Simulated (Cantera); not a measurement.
Charge: 1 mol C, 0.051 mol H2O, 2.8 mol CO2, equilibrated at 0.0970 bar.

Cantera equilibrium calculation (NASA polynomials, part measured and part estimated; ideal gas, pure solids and liquids). Candidate condensed phases: C, C6H6, C7H8, C8H18, H2O; 110 gas species. Equilibrium is a limit: real reactors are often held back by kinetics, nucleation or transport. All values below are at 1000 °C.

Base state: CO 0.514, CO2 0.473, H2O 0.00799, H2 0.00525 (mole fractions); condensed: gas only.

Problem. What changes in the equilibrium state with this change: CO2 from 2.8 to 0.087 mol?

Solution. 
```json
[
 {"species": "CO", "before": "0.514", "after": "0.815"},
 {"species": "H2", "before": "0.00525", "after": "0.185"},
 {"species": "CO2", "before": "0.473", "after": "0.000463"},
 {"species": "CH4", "before": "<1e-9", "after": "3.11e-5"},
 {"species": "H2O", "before": "0.00799", "after": "0.000174"},
 {"species": "C(graphite), mol", "before": "0", "after": "0.862"}
]
```
